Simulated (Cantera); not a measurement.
Feed: 1 mol toluene, 0.81 mol NH3, at 1473.15 K and 1000 Pa.

Method: chemical equilibrium by Gibbs-energy minimisation in Cantera with the NASA 1993 tables (ideal gas, pure condensed phases). Rates play no part.

```csv
species,before,after
H2,0.928,0.920
N2,0.0719,0.0726
CH4,2.52e-5,0.00765
H,0.000122,<1e-9
HCN,0.000225,4.45e-8
"C(graphite), mol",7.00,6.96
```
Gas species are given as mole fractions.

Name the change that produced these shifts.
(A) temperature from 1473.15 K to 2498 K
(B) temperature from 1473.15 K to 825 K
(C) NH3 from 0.81 to 0.27 mol
(D) temperature from 1473.15 K to 2198.15 K

B, temperature from 1473.15 K to 825 K
